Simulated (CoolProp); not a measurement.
Values from CoolProp's reference Helmholtz-energy equation of state, Pan 2012.

Question: For R236FA, give the phase and the cp (kJ/(kg K)), cv (kJ/(kg K)), speed of sound (m/s) at -0.45 °C and 1.01 bar; 7.55 °C and 1.01 bar; 55.55 °C and 1.01 bar.

Answer: 
- -0.45 °C and 1.01 bar: gas; cp 0.805, cv 0.735, speed of sound 122
- 7.55 °C and 1.01 bar: gas; cp 0.815, cv 0.747, speed of sound 124
- 55.55 °C and 1.01 bar: gas; cp 0.882, cv 0.821, speed of sound 136
